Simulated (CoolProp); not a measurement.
Carbon dioxide at 293.15 K and 2.09 MPa flows at 11 m/s in a round tube of 50 mm bore and 45 µm roughness, fully developed (64/Re and Nu = 3.66 if laminar; Colebrook and Gnielinski if turbulent). Each further row changes one setting.

Model: reference Helmholtz-energy equation of state, Span 1996, in CoolProp.

```csv
case,Reynolds number,Darcy friction factor,pressure drop (Pa/m),heat-transfer coefficient (W/(m² K)),mass flow (kg/h)
as stated,[?],0.0194,[?],[?],[?]
velocity 22 m/s,3150000,[?],[?],[?],6670
diameter 100 mm,3150000,0.0165,428,1070,[?]
```

Q: What belongs in the gaps?

A: 
- as stated, Reynolds number: 1580000
- as stated, pressure drop (Pa/m): 1000
- as stated, heat-transfer coefficient (W/(m² K)): 1260
- as stated, mass flow (kg/h): 3330
- velocity 22 m/s, Darcy friction factor: 0.0192
- velocity 22 m/s, pressure drop (Pa/m): 4000
- velocity 22 m/s, heat-transfer coefficient (W/(m² K)): 2500
- diameter 100 mm, mass flow (kg/h): 13300

Viscosity comes from a separate model (Laesecke 2017). Thermal conductivity comes from a separate model (Huber 2016).
